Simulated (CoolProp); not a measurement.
Values from CoolProp's reference Helmholtz-energy equation of state, Bücker 2006.

**Question.** For n-butane, give the phase and the cp (kJ/(kg K)), cv (kJ/(kg K)), Joule-Thomson coefficient (K/MPa) at 231.1 K and 0.0855 MPa; 231.1 K and 0.243 MPa; 231.1 K and 0.693 MPa.

**Answer.** 
- 231.1 K and 0.0855 MPa: liquid; cp 2.15, cv 1.53, Joule-Thomson coefficient -0.467
- 231.1 K and 0.243 MPa: liquid; cp 2.15, cv 1.53, Joule-Thomson coefficient -0.468
- 231.1 K and 0.693 MPa: liquid; cp 2.14, cv 1.53, Joule-Thomson coefficient -0.469
